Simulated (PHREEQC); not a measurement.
0.5 mol of Hydroxyapatite (Ca5(PO4)3OH) is brought to equilibrium with 1 kg of water, at 25 °C under several pressures of CO2. O2 is buffered at 0.21 atm. The run lets Hydroxyapatite, Calcite, Portlandite precipitate or redissolve, and no other solid.

Model: ion-association model, wateq4f.dat, run in PHREEQC.

```tsv
log pCO2 (atm)	pH	dissolved Ca (mol/kgw)	dissolved P (mol/kgw)	Ca+2 (mol/kgw)	H2PO4- (mol/kgw)
-5	8.27	3.67e-5	2.20e-5	3.62e-5	1.66e-6
-4.5	7.97	5.37e-5	3.22e-5	5.28e-5	4.40e-6
-4	7.68	8.00e-5	4.80e-5	7.84e-5	1.12e-5
-3.5	7.40	0.000121	7.29e-5	0.000119	2.64e-5
-3	7.13	0.000189	0.000113	0.000184	5.73e-5
-2.5	6.86	0.000303	0.000182	0.000294	0.000116
-2	6.59	0.000499	0.000300	0.000482	0.000223
-1.5	6.33	0.000846	0.000508	0.000811	0.000416
-1	6.08	0.00147	0.000881	0.00139	0.000761
-0.5	5.82	0.00261	0.00156	0.00242	0.00138
0	5.57	0.00474	0.00284	0.00427	0.00251
```

H3PO4, which wateq4f.dat lacks, is added to it with the constant of phreeqc.dat.
